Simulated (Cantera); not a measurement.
Input: 1 mol SiH4, 0.21 mol Cl2, 24 mol H2, at 57000 Pa.

Cantera equilibrium calculation (NASA polynomials, part measured and part estimated; ideal gas, pure solids and liquids). Candidate condensed phases: Si; 19 gas species. Kinetics and transport are ignored.

**Question.** What share of the Si ends up in condensed phases as a function of T (°C), at 652, 677, 702, 727, 752, 777, 802, 827, 852, 877, 902, 927, 952?

**Answer.** 
```json
[
 {"T (°C)": "652", "Si condensed (%)": "89.2", "as": "Si(s)"},
 {"T (°C)": "677", "Si condensed (%)": "89.6", "as": "Si(s)"},
 {"T (°C)": "702", "Si condensed (%)": "90.2", "as": "Si(s)"},
 {"T (°C)": "727", "Si condensed (%)": "90.8", "as": "Si(s)"},
 {"T (°C)": "752", "Si condensed (%)": "91.5", "as": "Si(s)"},
 {"T (°C)": "777", "Si condensed (%)": "92.2", "as": "Si(s)"},
 {"T (°C)": "802", "Si condensed (%)": "93.0", "as": "Si(s)"},
 {"T (°C)": "827", "Si condensed (%)": "93.8", "as": "Si(s)"},
 {"T (°C)": "852", "Si condensed (%)": "94.6", "as": "Si(s)"},
 {"T (°C)": "877", "Si condensed (%)": "95.3", "as": "Si(s)"},
 {"T (°C)": "902", "Si condensed (%)": "95.9", "as": "Si(s)"},
 {"T (°C)": "927", "Si condensed (%)": "96.5", "as": "Si(s)"},
 {"T (°C)": "952", "Si condensed (%)": "97.0", "as": "Si(s)"}
]
```
